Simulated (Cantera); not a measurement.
Charge: 1 mol Cu2O, 640 mol H2, 0.044 mol H2O, at 278 Torr.

Equilibrium computed with Cantera from the NASA thermochemical tables; the gas is ideal and each condensed phase is pure. Candidate condensed phases: Cu, CuO, Cu(OH)2, Cu2O, H2O; 12 gas species. The numbers say what is thermodynamically allowed, not how fast it happens.

log p: log10 of the partial pressure in bar; n: condensed amount in mol.

```json
[
 {"T (K)": "898", "log p H2": "-0.43", "log p H": "-10.18", "log p Cu": "<-12", "log p H2O": "-3.22", "log p Cu2": "<-12", "log p OH": "<-12", "n Cu(s)": "2.00", "n Cu(l)": "0"},
 {"T (K)": "998", "log p H2": "-0.43", "log p H": "-8.88", "log p Cu": "-10.84", "log p H2O": "-3.22", "log p Cu2": "<-12", "log p OH": "<-12", "n Cu(s)": "2.00", "n Cu(l)": "0"},
 {"T (K)": "1098", "log p H2": "-0.43", "log p H": "?", "log p Cu": "?", "log p H2O": "-3.22", "log p Cu2": "<-12", "log p OH": "<-12", "n Cu(s)": "2.00", "n Cu(l)": "0"},
 {"T (K)": "1198", "log p H2": "-0.43", "log p H": "-6.94", "log p Cu": "-7.93", "log p H2O": "-3.22", "log p Cu2": "<-12", "log p OH": "-11.83", "n Cu(s)": "2.00", "n Cu(l)": "0"},
 {"T (K)": "1298", "log p H2": "-0.43", "log p H": "-6.19", "log p Cu": "-6.82", "log p H2O": "-3.22", "log p Cu2": "-10.92", "log p OH": "-10.86", "n Cu(s)": "2.00", "n Cu(l)": "0"},
 {"T (K)": "1398", "log p H2": "-0.43", "log p H": "-5.54", "log p Cu": "-5.89", "log p H2O": "-3.22", "log p Cu2": "-9.60", "log p OH": "-10.03", "n Cu(s)": "0", "n Cu(l)": "2.00"},
 {"T (K)": "1498", "log p H2": "-0.43", "log p H": "?", "log p Cu": "?", "log p H2O": "-3.22", "log p Cu2": "?", "log p OH": "?", "n Cu(s)": "0", "n Cu(l)": "1.99"},
 {"T (K)": "1598", "log p H2": "-0.43", "log p H": "-4.49", "log p Cu": "-4.41", "log p H2O": "-3.22", "log p Cu2": "-7.56", "log p OH": "-8.69", "n Cu(s)": "0", "n Cu(l)": "1.93"},
 {"T (K)": "1698", "log p H2": "-0.43", "log p H": "-4.06", "log p Cu": "-3.81", "log p H2O": "-3.22", "log p Cu2": "-6.73", "log p OH": "-8.13", "n Cu(s)": "0", "n Cu(l)": "1.73"},
 {"T (K)": "1798", "log p H2": "-0.43", "log p H": "-3.67", "log p Cu": "-3.28", "log p H2O": "-3.22", "log p Cu2": "-6.00", "log p OH": "-7.64", "n Cu(s)": "0", "n Cu(l)": "1.08"},
 {"T (K)": "1898", "log p H2": "-0.43", "log p H": "-3.32", "log p Cu": "-2.94", "log p H2O": "-3.22", "log p Cu2": "-5.62", "log p OH": "-7.20", "n Cu(s)": "0", "n Cu(l)": "0"},
 {"T (K)": "1998", "log p H2": "-0.44", "log p H": "-3.01", "log p Cu": "-2.94", "log p H2O": "-3.22", "log p Cu2": "-5.89", "log p OH": "-6.80", "n Cu(s)": "0", "n Cu(l)": "0"},
 {"T (K)": "2098", "log p H2": "-0.44", "log p H": "-2.73", "log p Cu": "-2.94", "log p H2O": "-3.22", "log p Cu2": "-6.14", "log p OH": "-6.44", "n Cu(s)": "0", "n Cu(l)": "0"}
]
```

Complete the blanks.


- 1098, log p H: -7.82
- 1098, log p Cu: -9.25
- 1498, log p H: -4.98
- 1498, log p Cu: -5.10
- 1498, log p Cu2: -8.51
- 1498, log p OH: -9.32
